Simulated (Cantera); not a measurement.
Charge: 1 mol C2H4, 1.6 mol H2, at 550 °C and 13.3 mbar.

Cantera equilibrium calculation (NASA polynomials, part measured and part estimated; ideal gas, pure solids and liquids). Candidate condensed phases: C, C6H6, C7H8, C8H18; 76 gas species. Equilibrium is a limit: real reactors are often held back by kinetics, nucleation or transport.

Base state: H2 0.988, CH4 0.0121 (mole fractions); condensed: C(graphite).

Task: What changes in the equilibrium state with this change: pressure from 13.3 mbar to 11.0 Pa?

Result: 
```json
[
 {"species": "H2", "before": "0.988", "after": "1.000"},
 {"species": "CH4", "before": "0.0121", "after": "0.000103"},
 {"species": "C(graphite), mol", "before": "1.96", "after": "2.00"}
]
```
